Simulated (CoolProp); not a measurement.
A simple Rankine cycle with n-pentane: condensing at 331.15 K, boiler at 1.03 MPa, turbine inlet 549.7 K, turbine efficiency 0.85, pump efficiency 0.7, no recuperator. Each further row changes one setting.

Values from CoolProp's reference Helmholtz-energy equation of state, Thol 2019.

| case | thermal efficiency (%) | net work (kJ/kg) | heat in (kJ/kg) | turbine exit temperature (K) | volume ratio over the turbine |
|---|---|---|---|---|---|
| as stated | 9.6 | 79.4 | 830 | [?] | [?] |
| turbine inlet 569.7 K | 9.3 | 82.9 | 886 | 534.8 | [?] |
| condensing temperature 323.15 K | 10.7 | 91.1 | 850 | 510.0 | [?] |
| boiler pressure 0.721 MPa | 7.6 | 63.4 | 835 | 522.9 | 3.49 |
| turbine efficiency 0.75 | 8.4 | 69.8 | 830 | [?] | 5.04 |

Q: Some entries are withheld; supply them.

A: 
- as stated, turbine exit temperature (K): 514.8
- as stated, volume ratio over the turbine: 5.00
- turbine inlet 569.7 K, volume ratio over the turbine: 4.98
- condensing temperature 323.15 K, volume ratio over the turbine: 6.32
- turbine efficiency 0.75, turbine exit temperature (K): 518.5
